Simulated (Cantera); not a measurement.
Gas mixture: 100 % CH4, at 12.8 Torr, frozen composition.

Cantera's kinetic-theory transport with the Lennard-Jones parameters of GRI-Mech 3.0, ideal gas; thermal conductivity in the mixture-averaged form. The composition is frozen, though it would react at the higher temperatures.

One state of this run: ρ (kg/m³) = 0.00505; cp (J/kg/K) = 3475; μ (µPa s) = 20.6; λ (mW/m/K) = 98.9; Pr = 0.725; D (cm²/s) CH4 = 0.000; D (cm²/s) H2 = 163; D (cm²/s) NH3 = 56.9. D: mixture-averaged diffusion coefficient of that species in the mixture.

Which value of T (K) does it belong to?
A. 650
B. 1900
C. 2150
D. 900

A, 650
